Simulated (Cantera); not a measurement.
An adiabatic, constant-volume homogeneous reactor starts with CO : H2 : CH4 : O2 : N2 = 1 : 0.81 : 0.056 : 0.598 : 3.41 (molar parts), at 1373 K and 13.8 atm. Integrator tolerance rtol = 1e-08.

Detailed kinetics in Cantera: GRI-Mech 3.0 (53 species, 325 reactions). The pressure lies above the range GRI-Mech 3.0 was tuned for (to about 10 atm).

What does this change do: initial temperature 1373 to 1400 K?


```tsv
quantity	before	after
time of steepest temperature rise	5.09 µs	4.14 µs
temperature at 0.800 s	2950 K	2965 K
equilibrium temperature	2950 K	2965 K
x(CO) at 0.800 s	0.126 (gas-phase equilibrium 0.126)	0.127 (gas-phase equilibrium 0.127)
x(H2) at 0.800 s	0.0333 (gas-phase equilibrium 0.0333)	0.0333 (gas-phase equilibrium 0.0333)
x(CH4) at 0.800 s	1.86e-11 (gas-phase equilibrium 2.13e-11)	1.75e-11 (gas-phase equilibrium 2.01e-11)
x(HCO) at 0.800 s	1.33e-6 (gas-phase equilibrium 1.33e-6)	1.37e-6 (gas-phase equilibrium 1.37e-6)
x(HO2) at 0.800 s	1.57e-6 (gas-phase equilibrium 1.57e-6)	1.73e-6 (gas-phase equilibrium 1.73e-6)
```

What does this change do: pressure from 13.8 atm to 11.8 atm?


```
quantity                                                              before                                      after
---------------------------------  -----------------------------------------  -----------------------------------------
time of steepest temperature rise                                    5.09 µs                                    5.35 µs
temperature at 0.800 s                                                2950 K                                     2943 K
equilibrium temperature                                               2950 K                                     2943 K
x(CO) at 0.800 s                         0.126 (gas-phase equilibrium 0.126)        0.126 (gas-phase equilibrium 0.126)
x(H2) at 0.800 s                       0.0333 (gas-phase equilibrium 0.0333)      0.0334 (gas-phase equilibrium 0.0334)
x(CH4) at 0.800 s                  1.86e-11 (gas-phase equilibrium 2.13e-11)  1.40e-11 (gas-phase equilibrium 1.61e-11)
x(HCO) at 0.800 s                    1.33e-6 (gas-phase equilibrium 1.33e-6)    1.22e-6 (gas-phase equilibrium 1.22e-6)
x(HO2) at 0.800 s                    1.57e-6 (gas-phase equilibrium 1.57e-6)    1.59e-6 (gas-phase equilibrium 1.59e-6)
```
